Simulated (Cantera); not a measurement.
A freely propagating, adiabatic, planar premixed flame of CH4 : O2 : N2 = 1 : 2.13 : 7.8 (molar parts), unburnt at 350 K and 12000 Pa; mixture-averaged transport, grid criteria slope 0.08 and curve 0.16, no radiation.

Computed with Cantera and GRI-Mech 3.0 (53 species, 325 reactions). Burning velocities carry a grid error of a few per cent, more on coarse grids.

**Question.** Predict: laminar burning velocity; thermal thickness; peak x(CH2); peak x(CH2O); peak x(HO2).

**Answer.** 
- laminar burning velocity: 79.0 cm/s
- thermal thickness: 2.48 mm
- peak x(CH2): 4.25e-5
- peak x(CH2O): 0.000876
- peak x(HO2): 0.000131
